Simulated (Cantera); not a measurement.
# Thermodynamics of fluorocarbon and chlorocarbon gases, feed C₂F₆ + H₂

Feed: 1 mol C₂F₆, 0.061 mol H₂, held at 2898.15 K.

These are equilibrium values from Cantera (NASA tables, ideal gas, pure condensed phases), not measurements of a reactor. Candidate condensed phases: C, C₆H₆, C₇H₈, C₈H₁₈; 95 gas species. The feed counts by its element totals alone. The tables' values for C₂F₄ are old estimates; treat these amounts as uncertain. Gases not in the tables: C₂F₆ and larger saturated fluorocarbons. The numbers say what is thermodynamically allowed, not how fast it happens.

```csv
P (Pa),log p F,log p CF₂,log p C,log p CF₄,log p CF,log p C₃,log p HF,log p CF₃,log p C₂,log p H,n C(graphite)
1,-5.12,-10.21,-5.71,<-17,-7.13,-6.94,-7.79,-15.93,-6.96,-6.85,0
4.20,-4.47,-8.54,-5.33,<-16,-6.11,-5.80,-6.63,-13.62,-6.20,-6.33,0
18,-3.83,-6.98,-5.06,-14.12,-5.19,-4.97,-5.66,-11.41,-5.65,-6.00,0
75,-3.21,-5.52,-4.83,-11.43,-4.35,-4.30,-4.90,-9.33,-5.20,-5.87,0
320,-2.57,-4.14,-4.73,-8.77,-3.60,-3.99,-4.21,-7.31,-5.00,-5.81,0.715
1300,-1.98,-2.95,-4.73,-6.40,-3.01,-3.99,-3.55,-5.53,-5.00,-5.75,0.951
5600,-1.43,-1.86,-4.73,-4.21,-2.46,-3.99,-2.85,-3.89,-5.00,-5.59,0.474
24000,-0.95,-0.98,-4.81,-2.37,-2.06,-4.23,-2.13,-2.53,-5.16,-5.35,0
100000,-0.51,-0.34,-5.05,-0.85,-1.86,-4.96,-1.40,-1.45,-5.64,-5.06,0
```
log p: log10 of the partial pressure in bar; n: condensed amount in mol.

From 1.00e-5 bar to 0.000750 bar nothing is condensed. From 0.00320 bar to 0.0560 bar the condensed part is C(graphite). From 0.240 bar to 1.00 bar nothing is condensed. The main C-bearing gas is C at 1.00e-5 bar and CF₂ at 1.00 bar.
